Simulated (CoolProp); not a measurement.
Model: reference Helmholtz-energy equation of state, Aleksandrov 2011, in CoolProp. It is a short technical equation, of lower accuracy than the large ones.

Task: For n-undecane, give the phase and the Z, cp (kJ/(kg K)), expansivity (1/kK), fugacity coefficient at 620 K and 0.398 MPa; 620 K and 0.597 MPa; 620 K and 0.995 MPa.

Result: 
- 620 K and 0.398 MPa: gas; Z 0.908, cp 2.97, expansivity 2.28, fugacity coefficient 0.915
- 620 K and 0.597 MPa: gas; Z 0.858, cp 3.01, expansivity 2.79, fugacity coefficient 0.873
- 620 K and 0.995 MPa: gas; Z 0.741, cp 3.16, expansivity 4.63, fugacity coefficient 0.791
